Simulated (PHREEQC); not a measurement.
A solution holds 20 mmol/kgw NiSO4, 2.8 mmol/kgw H3BO3 and 3.3 mmol/kgw HCl, at 10 °C. Closed to the air; pH follows from the charge balance.

All values are PHREEQC results (ion-association model, wateq4f.dat), not measurements.

Each row changes one thing in this solution. Precipitation was switched off in this run.

```tsv
case	pH	ionic strength (mol/kgw)	Ni+2 (mol/kgw)	SO4-2 (mol/kgw)	NiSO4 (mol/kgw)	HSO4- (mol/kgw)	SI of Morenosite (NiSO4:7H2O)
as made	2.71	0.0568	0.0139	0.0129	0.00608	0.00100	-1.97
NiSO4 from 0.02 to 0.03 mol/kgw	2.75	0.0800	0.0197	0.0186	0.0102	0.00120	-1.74
diluted 10-fold with water	3.55	0.00726	0.00174	0.00172	0.000255	2.67e-5	-3.35
H3BO3 from 0.0028 to 0.0014 mol/kgw	2.71	0.0568	0.0139	0.0129	0.00608	0.00100	-1.97
0.00042 mol/kgw CO2 added	2.71	0.0568	0.0139	0.0129	0.00608	0.00100	-1.97
diluted 2-fold with water	2.95	0.0308	0.00746	0.00712	0.00252	0.000360	-2.35
0.0017 mol/kgw Na2SO4 added	2.72	0.0606	0.0136	0.0142	0.00633	0.00106	-1.95
```

Species that the database lacks are ignored. Away from 25 °C the constants follow the database's enthalpies or fits; those with neither stay at their 25 °C values.
